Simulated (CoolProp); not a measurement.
Nitrous oxide along the isobar 9.57 bar: density (kg/m³) from the reference equation and from simpler models built on Tc = 36.4 °C, pc = 72.45 bar, ω = 0.161; each cubic takes its own stable root.

Values from CoolProp's reference Helmholtz-energy equation of state, Lemmon 2006. It is a short technical equation, of lower accuracy than the large ones.

```json
[
 {"T (°C)": "2.75", "phase": "gas", "reference": "19.73", "ideal gas": "18.36", "van der Waals": "19.41", "Redlich-Kwong": "19.65", "Soave-Redlich-Kwong": "19.69", "Peng-Robinson": "19.81"},
 {"T (°C)": "34.75", "phase": "gas", "reference": "17.28", "ideal gas": "16.45", "van der Waals": "17.16", "Redlich-Kwong": "17.27", "Soave-Redlich-Kwong": "17.27", "Peng-Robinson": "17.36"},
 {"T (°C)": "66.75", "phase": "gas", "reference": "15.44", "ideal gas": "14.90", "van der Waals": "15.40", "Redlich-Kwong": "15.44", "Soave-Redlich-Kwong": "15.42", "Peng-Robinson": "15.50"},
 {"T (°C)": "98.75", "phase": "gas", "reference": "13.98", "ideal gas": "13.62", "van der Waals": "13.98", "Redlich-Kwong": "13.99", "Soave-Redlich-Kwong": "13.96", "Peng-Robinson": "14.02"},
 {"T (°C)": "130.85", "phase": "gas", "reference": "12.78", "ideal gas": "12.54", "van der Waals": "12.80", "Redlich-Kwong": "12.80", "Soave-Redlich-Kwong": "12.77", "Peng-Robinson": "12.82"},
 {"T (°C)": "162.85", "phase": "gas", "reference": "11.79", "ideal gas": "11.62", "van der Waals": "11.81", "Redlich-Kwong": "11.81", "Soave-Redlich-Kwong": "11.77", "Peng-Robinson": "11.81"},
 {"T (°C)": "194.85", "phase": "gas", "reference": "10.94", "ideal gas": "10.82", "van der Waals": "10.97", "Redlich-Kwong": "10.96", "Soave-Redlich-Kwong": "10.93", "Peng-Robinson": "10.96"},
 {"T (°C)": "226.85", "phase": "gas", "reference": "10.21", "ideal gas": "10.13", "van der Waals": "10.25", "Redlich-Kwong": "10.23", "Soave-Redlich-Kwong": "10.20", "Peng-Robinson": "10.23"}
]
```
